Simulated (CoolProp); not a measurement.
Toluene at several states: fugacity coefficient from the reference equation and from simpler models built on Tc = 591.7 K, pc = 4126 kPa, ω = 0.266; each cubic takes its own stable root.

Computed with CoolProp (reference Helmholtz-energy equation of state, Lemmon 2006). It is a short technical equation, of lower accuracy than the large ones.

```tsv
T (K)	p (kPa)	phase	reference
560.6	6760	liquid	0.3375
462.9	12.5	gas	0.9975
618.3	1850	gas	0.8619
451	5630	liquid	0.09376
324.5	807	liquid	0.01650
268	20800	liquid	8.120e-5
```

How far does each simpler model (Redlich-Kwong, Soave-Redlich-Kwong) lie from the reference over these 6 states: mean and median of the absolute difference, and the worst?


- Redlich-Kwong: mean 78.1 %, median 27.9 %, worst +275.5 % at 268 K and 20800 kPa
- Soave-Redlich-Kwong: mean 4.1 %, median 3.4 %, worst +9.7 % at 268 K and 20800 kPa
